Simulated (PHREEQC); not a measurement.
# Brine: speciation

Consider water at 25 °C with 0.62 mol LiCl, 0.0187 mol BaCl2 and 1 mol KBr per kg of water. Closed to the air; pH follows from the charge balance.

Computed with PHREEQC (Pitzer model, pitzer.dat).

The ionic strength is 1.68 mol/kgw and the activity of water comes out as 0.943. The density is 1.093 g/cm³ and the osmotic coefficient comes out as 0.993.

| species | molality | activity | log γ |
|---|---|---|---|
| Br- | 1.00 | 0.602 | -0.220 |
| K+ | 1.00 | 0.686 | -0.164 |
| Cl- | 0.657 | 0.381 | -0.237 |
| Li+ | 0.620 | 0.651 | 0.021 |
| Ba+2 | 0.0187 | 0.00446 | -0.623 |
| OH- | 1.33e-7 | 6.18e-8 | -0.332 |
| H+ | 1.33e-7 | 1.54e-7 | 0.066 |

Precipitation was switched off in this run. Complexes and solids missing from the database can't appear.
